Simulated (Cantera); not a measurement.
**Reactions in the system F-Pb-S**

Source: NASA polynomial tables (part measured, part estimated), evaluated in Cantera. Values are per mole of reaction as written; species without (g) are pure solids or liquids, kept so even where they would boil at 1 bar.

PbS(g) + 6 F(g) ⇌ Pb(g) + SF6(g)

```csv
T (K),ΔH° (kJ),ΔS° (J/K),ΔG° (kJ),log10 K
723,-1642.9,-760.0,-1093.4,78.99
798,-1643.0,-760.1,-1036.4,67.84
873,-1643.0,-760.1,-979.4,58.60
948,-1642.8,-759.9,-922.4,50.82
1023,-1642.4,-759.5,-865.4,44.19
1098,-1642.0,-759.1,-808.5,38.46
1173,-1641.4,-758.6,-751.6,33.47
1248,-1640.8,-758.1,-694.7,29.07
1323,-1640.2,-757.6,-637.8,25.18
1398,-1639.5,-757.1,-581.0,21.71
1473,-1638.6,-756.5,-524.3,18.59
```
